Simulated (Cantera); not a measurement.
Feed: 1 mol FeS2, 0.75 mol H2S, 2.5 mol N2, 4.3 mol SO3, equilibrated at 1 atm.

Cantera equilibrium calculation (NASA polynomials, part measured and part estimated; ideal gas, pure solids and liquids). Candidate condensed phases: Fe, FeO, Fe(OH)2, Fe(OH)3, FeS, FeSO4, FeS2, Fe2O3, Fe2(SO4)3, Fe3O4, H2O, H2SO4, S; 38 gas species. The tables' stoichiometric FeO is somewhat more stable than real wüstite, so its field is too wide. FeO: taken at fixed stoichiometry. Kinetics and transport are ignored. All values below are at 1402 °C.

Base state: SO2 0.578, N2 0.261, H2O 0.0722, S2 0.0683, SO 0.00919, S2O 0.00493, H2 0.00402, H2S 0.00180 (mole fractions); condensed: FeO(l).

**Question.** What changes in the equilibrium state with this change: SO3 from 4.3 to 0.31 mol?

**Answer.** 
| species | before | after |
|---|---|---|
| N2 | 0.261 | 0.577 |
| S2 | 0.0683 | 0.197 |
| H2O | 0.0722 | 0.118 |
| SO2 | 0.578 | 0.0451 |
| H2S | 0.00180 | 0.0233 |
| H2 | 0.00402 | 0.0306 |
| SH | 0.000500 | 0.00235 |
| H | 7.32e-6 | 2.02e-5 |
| SO | 0.00919 | 0.00335 |
| S | 6.52e-5 | 0.000111 |
| S2O | 0.00493 | 0.00305 |
| FeO(l), mol | 1.000 | 0 |
| FeS(l), mol | 0 | 1.000 |
FeS: taken at fixed stoichiometry.
